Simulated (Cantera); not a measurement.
Input (Python, Cantera):

```python
import numpy as np
import cantera as ct

gas = ct.Solution("h2o2.yaml")
gas.TPX = 1275, 1333, {'H2': 0.053, 'O2': 1}
inlet = ct.Reservoir(gas, clone=True)

reactor = ct.IdealGasConstPressureReactor(gas, energy="off", clone=False)
exhaust = ct.Reservoir(gas, clone=True)
tau = [19, 6, 1.9, 0.57, 0.18, 0.055, 0.017, 0.0052][0]
for a, b in ((inlet, reactor), (reactor, exhaust)):
    ct.MassFlowController(a, b, mdot=lambda t: reactor.mass / tau)
net = ct.ReactorNet([reactor])
show = ['H2', 'O2', 'H', 'OH', 'HO2', 'H2O2']

rows = []
print(f"{'tau/s':>10s}{'T/K':>9s}" + "".join(f"{s:>11s}" for s in show))
for tau in [19, 6, 1.9, 0.57, 0.18, 0.055, 0.017, 0.0052]:
    net.initial_time = 0.0
    net.advance(30 * tau)
    before = gas.X
    net.advance(40 * tau)
    drift = np.max(np.abs(gas.X - before) / (gas.X + 1e-9))
    rows.append([gas.T, *gas[show].X, drift])
    print(f"{tau:10.3e}{gas.T:9.1f}" + "".join(f"{x:11.3e}" for x in gas[show].X))
```

Output:

```
     tau/s      T/K         H2         O2          H         OH        HO2       H2O2
 1.900e+01   1275.0  2.630e-05  9.475e-01  1.628e-05  6.047e-04  3.856e-07  2.403e-08
 6.000e+00   1275.0  5.449e-05  9.467e-01  5.103e-05  8.846e-04  6.445e-07  3.436e-08
 1.900e+00   1275.0  1.110e-04  9.450e-01  1.562e-04  1.284e-03  1.008e-06  4.660e-08
 5.700e-01   1275.0  2.284e-04  9.417e-01  4.813e-04  1.869e-03  1.488e-06  6.021e-08
 1.800e-01   1275.0  4.394e-04  9.359e-01  1.289e-03  2.596e-03  1.983e-06  7.196e-08
 5.500e-02   1275.0  8.173e-04  9.272e-01  2.963e-03  3.443e-03  2.425e-06  8.135e-08
 1.700e-02   1275.0  1.486e-03  9.187e-01  5.179e-03  4.267e-03  2.730e-06  9.108e-08
 5.200e-03   1275.0  3.013e-03  9.147e-01  7.129e-03  5.175e-03  2.947e-06  1.112e-07
```

Model: the H2/O2 subset of GRI-Mech 3.0, which has no nitrogen chemistry, integrated in Cantera. Radical loss at walls, strong at low pressure, is not modelled. The temperature is held fixed by assumption; the heat of reaction is taken as removed at once.
